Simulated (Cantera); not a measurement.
Input: 1 mol Al, 1.7 mol N2, 1.6 mol H2, 6 mol H2O, held at 1802 °C and 28.5 Torr.

Cantera equilibrium calculation (NASA polynomials, part measured and part estimated; ideal gas, pure solids and liquids). Candidate condensed phases: Al, AlN, Al2O3, H2O; 35 gas species. Gases not in the tables: Al(OH)3. The numbers say what is thermodynamically allowed, not how fast it happens.

Base state: H2O 0.480, H2 0.329, N2 0.182, H 0.00783, OH 0.00131, NO 3.66e-5, O 2.23e-5, O2 1.40e-5 (mole fractions); condensed: Al2O3(s).

Task: What changes in the equilibrium state with this change: H2 from 1.6 to 58 mol?

Result: 
| species | before | after |
|---|---|---|
| H2 | 0.329 | 0.893 |
| H2O | 0.480 | 0.0679 |
| N2 | 0.182 | 0.0257 |
| H | 0.00783 | 0.0129 |
| O2 | 1.40e-5 | 3.78e-8 |
| NO | 3.66e-5 | 7.16e-7 |
| O | 2.23e-5 | 1.16e-6 |
| Al2O3(s), mol | 0.500 | 0.500 |

Task: What changes in the equilibrium state with this change: Al replaced by AlCl3?

Result: 
| species | before | after |
|---|---|---|
| H2O | 0.480 | 0.412 |
| HCl | 0 | 0.269 |
| N2 | 0.182 | 0.156 |
| H2 | 0.329 | 0.149 |
| AlOCl | 0 | 1.11e-5 |
| Cl | 0 | 0.00702 |
| O2 | 1.40e-5 | 4.99e-5 |
| O | 2.23e-5 | 4.22e-5 |
| NO | 3.66e-5 | 6.41e-5 |
| H | 0.00783 | 0.00527 |
| Al2O3(s), mol | 0.500 | 0.500 |
Further candidate phases: AlCl3, NH4Cl.
